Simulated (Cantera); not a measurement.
Input: 1 mol B, 1.5 mol O2, 27 mol H2, held at 1625 K.

Equilibrium computed with Cantera from the NASA thermochemical tables; the gas is ideal and each condensed phase is pure. Candidate condensed phases: B, B2O3, B3O3H3, H2O; 23 gas species. Gases not in the tables: H3BO3. The numbers say what is thermodynamically allowed, not how fast it happens.

### Question
Which condensed phases are stable at each of these points (P (Pa)): 10, 46, 220, 1000, 4600, 22000, 100000?

### Answer
```tsv
P (Pa)	condensed phases	B condensed (%)
10	gas only	0.0
46	gas only	0.0
220	gas only	0.0
1000	gas only	0.0
4600	gas only	0.0
22000	B2O3(l)	13.2
100000	B2O3(l)	57.7
```

From 0.000100 bar to 0.0460 bar nothing is condensed. From 0.220 bar to 1.00 bar the condensed part is B2O3(l).
